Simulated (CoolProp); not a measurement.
A simple Rankine cycle with R114: condensing at 317.15 K, boiler at 1.77 MPa, turbine inlet 386.4 K, turbine efficiency 0.7, pump efficiency 0.6, no recuperator. Each further row changes one setting.

Model: reference Helmholtz-energy equation of state, Platzer 1990, in CoolProp. This equation is an older, rougher fit; its heat capacities, sound speeds and derivatives of the liquid may be far off and weren't checked against measurements.

```tsv
case	thermal efficiency (%)	net work (kJ/kg)	heat in (kJ/kg)	turbine exit temperature (K)	volume ratio over the turbine
as stated	8.9	13.7	154	343.6	5.69
turbine inlet 406.4 K	8.9	15.5	174	367.3	5.27
condensing temperature 309.15 K	9.9	16.1	162	339.3	7.18
boiler pressure 1.24 MPa	7.3	11.9	164	358.2	3.53
turbine efficiency 0.6	7.5	11.5	154	346.5	5.75
```
